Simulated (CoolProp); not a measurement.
Computed with CoolProp (reference Helmholtz-energy equation of state, Smukala 2000).

Task: Give the vapour pressure (bar), enthalpy of vaporisation (kJ/kg), vapour Z of saturated ethylene at 168.7, 188.4, 194.9 K.

Result: 
```tsv
T (K)	p (bar)	enthalpy of vaporisation (kJ/kg)	vapour Z
168.7	0.973	483	0.968
188.4	2.74	453	0.933
194.9	3.67	442	0.918
```
